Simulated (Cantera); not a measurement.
Feed: 1 mol Pb, 1.5 mol N2, at 18.0 Torr.

Cantera equilibrium calculation (NASA polynomials, part measured and part estimated; ideal gas, pure solids and liquids). Candidate condensed phases: Pb; 4 gas species. Equilibrium is a limit: real reactors are often held back by kinetics, nucleation or transport.

### Question
Which condensed phases are stable at each of these points (T (°C)): 527, 602, 677, 752, 827, 902, 977, 1052, 1127, 1202, 1277?

### Answer
```json
[
 {"T (°C)": "527", "condensed phases": "Pb(l)", "Pb condensed (%)": "100.0"},
 {"T (°C)": "602", "condensed phases": "Pb(l)", "Pb condensed (%)": "100.0"},
 {"T (°C)": "677", "condensed phases": "Pb(l)", "Pb condensed (%)": "100.0"},
 {"T (°C)": "752", "condensed phases": "Pb(l)", "Pb condensed (%)": "99.8"},
 {"T (°C)": "827", "condensed phases": "Pb(l)", "Pb condensed (%)": "99.2"},
 {"T (°C)": "902", "condensed phases": "Pb(l)", "Pb condensed (%)": "97.2"},
 {"T (°C)": "977", "condensed phases": "Pb(l)", "Pb condensed (%)": "91.1"},
 {"T (°C)": "1052", "condensed phases": "Pb(l)", "Pb condensed (%)": "73.5"},
 {"T (°C)": "1127", "condensed phases": "Pb(l)", "Pb condensed (%)": "14.4"},
 {"T (°C)": "1202", "condensed phases": "gas only", "Pb condensed (%)": "0.0"},
 {"T (°C)": "1277", "condensed phases": "gas only", "Pb condensed (%)": "0.0"}
]
```

From 527 °C to 1127 °C the condensed part is Pb(l). From 1202 °C to 1277 °C nothing is condensed.
